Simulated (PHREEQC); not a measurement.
Consider water at 25 °C with 0.0075 mol/kgw HF, 0.00048 mol/kgw (CH3)4NF and 0.0059 mol/kgw H2SiF6. Closed to the air; pH follows from the charge balance.

Model: ion-association model, phreeqc.dat, run in PHREEQC.

```yaml
pH: 1.98
ionic_strength: 0.0182 mol/kgw
total_alkalinity: -42.9 meq/kg
```

| species | molality | activity | log γ |
|---|---|---|---|
| H+ | 0.0118 | 0.0106 | -0.049 |
| HF | 0.00750 | 0.00753 | 0.002 |
| SiF6-2 | 0.00588 | 0.00350 | -0.225 |
| F- | 0.000544 | 0.000475 | -0.060 |
| (CH3)4N+ | 0.000480 | 0.000420 | -0.058 |
| H4SiO4 | 1.60e-5 | 1.61e-5 | 0.002 |
| HF2- | 1.57e-5 | 1.37e-5 | -0.058 |

Precipitation was switched off in this run. (CH3)4N+ isn't in the database: it is added as a free cation with an ion size of 4 Å. SiF6-2 is the database's only silicon fluoride.
